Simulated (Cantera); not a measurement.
Cantera with NASA thermochemical tables; ideal gases at 1 bar, condensed phases pure. Values are per mole of reaction as written; species without (g) are pure solids or liquids, kept so even where they would boil at 1 bar.

Between 600 and 1125 K, where is each reaction favourable under standard conditions?
- Cu(OH)2 = H2O(g) + Cu + O(g)


- Cu(OH)2 = H2O(g) + Cu + O(g): ΔG° is 295 kJ at 600 K and 163 kJ at 1125 K; it stays positive (K < 1). ΔH° is 437 kJ and ΔS° 244 J/K at 1125 K.
